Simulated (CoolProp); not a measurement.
Vapour-liquid equilibrium of carbon dioxide (1) + carbonyl sulfide (2) at 1.05 °C; x and y are mole fractions of (1).

Model: multi-fluid Helmholtz-energy mixture model, Span 1996 and Lemmon 2006; pair parameters Bell 2016, in CoolProp.

```tsv
x	bubble pressure (MPa)	y at the bubble point	dew pressure at overall composition x (MPa)	liquid density (mol/L)
0.05	0.9011	0.264	0.7054	17.72
0.15	1.308	0.511	0.7857	18.02
0.25	1.654	0.632	0.8853	18.32
0.35	1.952	0.706	1.012	18.62
0.45	2.218	0.760	1.178	18.91
0.55	2.464	0.804	1.404	19.22
0.65	2.703	0.845	1.720	19.53
0.75	2.942	0.885	2.165	19.87
0.85	3.189	0.927	2.734	20.24
0.95	3.449	0.974	3.318	20.68
```

No azeotrope shows between x = 0.05 and 0.95.

The pair parameters rest on a limited set of measurements; away from them the model extrapolates.
